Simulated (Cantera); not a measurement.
A perfectly stirred reactor is fed with C₃H₈ : O₂ : N₂ = 1 : 2.94 : 11.1 (molar parts), equivalence ratio 1.7, at 19.0 bar; it is adiabatic with a 373 K inlet, and is followed from long to short residence time, starting on the burning branch (τ in s: 0.026, 0.012, 0.005, 0.0022, 0.00095, 0.00041, 0.00018, 7.8e-05, 3.4e-05, 1.5e-05).

Cantera simulation using GRI-Mech 3.0 (53 species, 325 reactions); the numbers are that mechanism's predictions, not measurements. GRI-Mech 3.0 was tuned for natural gas; its chemistry of propane as a main component is partial and can be far from experiment. The pressure lies above the range GRI-Mech 3.0 was tuned for (to about 10 atm).

What does this change do: inlet temperature 373 to 450 K?


```csv
quantity,before,after
"blow-out, bracketed by the residence times tried","burning at 78.0 µs, out at 34.0 µs","burning at 78.0 µs, out at 34.0 µs"
x(C₃H₈) at τ = 26.0 ms,1.46e-6,1.01e-6
x(O₂) at τ = 26.0 ms,0.000281,0.000197
x(N₂O) at τ = 26.0 ms,1.46e-9,1.25e-9
x(CO) at τ = 26.0 ms,0.107,0.113
x(H) at τ = 26.0 ms,6.90e-5,9.61e-5
x(C₃H₈) at τ = 0.410 ms,8.72e-5,5.67e-5
x(O₂) at τ = 0.410 ms,0.00677,0.00544
x(N₂O) at τ = 0.410 ms,3.71e-8,2.74e-8
x(CO) at τ = 0.410 ms,0.0888,0.0906
x(H) at τ = 0.410 ms,0.000141,0.000179
```
